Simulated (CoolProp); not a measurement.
Toluene at 451.86 K and 0.033 MPa flows at 0.084 m/s in a round tube of 1 mm bore and 45 µm roughness, fully developed (64/Re and Nu = 3.66 if laminar; Colebrook and Gnielinski if turbulent). Each further row changes one setting.

Model: reference Helmholtz-energy equation of state, Lemmon 2006, in CoolProp. It is a short technical equation, of lower accuracy than the large ones.

```
case                Reynolds number  Darcy friction factor  pressure drop (Pa/m)  heat-transfer coefficient (W/(m² K))  mass flow (kg/h)
------------------  ---------------  ---------------------  --------------------  ------------------------------------  ----------------
as stated                      6.59                   9.72                  27.9                                  90.0          0.000194
velocity 0.168 m/s             13.2                   4.86                  55.9                                  90.0          0.000387
diameter 2 mm                  13.2                   4.86                  6.99                                  45.0          0.000774
```

Viscosity comes from a separate model (Avgeri 2015). Thermal conductivity comes from a separate model (Assael 2012).
